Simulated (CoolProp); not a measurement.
Values from CoolProp's reference Helmholtz-energy equation of state, Lemmon 2006. It is a short technical equation, of lower accuracy than the large ones.

Problem. Give the vapour pressure (MPa), enthalpy of vaporisation (kJ/kg), liquid cp (kJ/(kg K)), surface tension (mN/m) of saturated toluene at 357.9, 375.4 K.

Solution. 
| T (K) | p (MPa) | enthalpy of vaporisation (kJ/kg) | liquid cp (kJ/(kg K)) | surface tension (mN/m) |
|---|---|---|---|---|
| 357.9 | 0.0457 | 377 | 1.91 | 20.8 |
| 375.4 | 0.0795 | 366 | 1.97 | 18.8 |

Surface tension comes from a separate correlation (Mulero 2012).
